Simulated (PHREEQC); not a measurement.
Dissolve 0.0079 mol/kgw HF, 0.0046 mol/kgw KF and 0.00013 mol/kgw HCl at 25 °C. Closed to the air; pH follows from the charge balance.

Computed with PHREEQC (ion-association model, wateq4f.dat).

```csv
quantity,before,after
pH,3.04,3.30
ionic strength (mol/kgw),0.00558,0.00514
HF (mol/kgw),0.00668,0.00727
F- (mol/kgw),0.00531,0.00486
```

Task: Which change was made?
A. KF left out
B. HF from 0.0079 to 0.00158 mol/kgw
C. HF from 0.0079 to 0.00079 mol/kgw
D. temperature from 25 to 65 °C
E. KF replaced by KHF2 at the same molality

Result: D, temperature from 25 to 65 °C

Precipitation was switched off in this run. At this temperature some constants are extrapolated from 25 °C, and those without enthalpy data are left unchanged.
